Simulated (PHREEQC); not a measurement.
Dissolve 0.031 mol/kgw KH2PO4 and 0.0028 mol/kgw HNO3 at 25 °C. Closed to the air; pH follows from the charge balance.

Equilibrium calculation in PHREEQC: ion-association model, phreeqc.dat.

```tsv
quantity	before	after
pH	3.23	3.35
ionic strength (mol/kgw)	0.0317	0.0315
```

Name the change that produced these shifts.
A. KH2PO4 left out
B. temperature from 25 to 60 °C
C. temperature from 25 to 5 °C

B, temperature from 25 to 60 °C

Precipitation was switched off in this run. Away from 25 °C the constants follow the database's enthalpies or fits; those with neither stay at their 25 °C values.
